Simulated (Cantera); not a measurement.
**Gas activation for diamond growth**

An isothermal, constant-pressure homogeneous reactor starts with 0.268 % CH4, 99.4 % H2, 0.209 % O2, 0.139 % H2O, equivalence ratio 240, at 2675 K and 10.00 Torr.

Model: GRI-Mech 3.0 (53 species, 325 reactions), integrated in Cantera. Radical loss at walls, strong at low pressure, is not modelled.

| t (s) | x CH4 | x H2 | x O2 | x CH2CO | x CH3 | x HO2 |
|---|---|---|---|---|---|---|
| 1.00e-6 | 0.00268 | 0.994 | 0.00209 | <1e-12 | 4.44e-6 | 4.46e-7 |
| 8.92e-6 | 0.00266 | 0.994 | 0.00208 | <1e-12 | 2.78e-5 | 3.10e-6 |
| 7.95e-5 | 0.00260 | 0.993 | 0.00204 | <1e-12 | 7.74e-5 | 6.37e-6 |
| 0.000709 | 0.00224 | 0.983 | 0.000637 | 8.55e-10 | 0.000409 | 1.04e-6 |
| 0.00632 | 0.000714 | 0.950 | 3.65e-9 | 5.00e-8 | 0.000556 | 6.78e-12 |
| 0.0564 | 2.06e-5 | 0.889 | 1.10e-8 | 2.08e-8 | 4.23e-5 | 8.69e-12 |
| 0.503 | <1e-12 | 0.689 | 8.42e-8 | <1e-12 | 1.86e-12 | 1.89e-11 |
| 4.49 | <1e-12 | 0.636 | 1.27e-7 | <1e-12 | <1e-12 | 2.26e-11 |
| 40.0 | <1e-12 | 0.636 | 1.27e-7 | <1e-12 | <1e-12 | 2.26e-11 |
x: mole fraction; the columns are a selection and need not sum to one.

Equilibrium at this temperature and pressure: CH4 <1e-12, H2 0.636, O2 1.27e-7, CH2CO <1e-12, CH3 <1e-12, HO2 2.26e-11 (gas phase only).
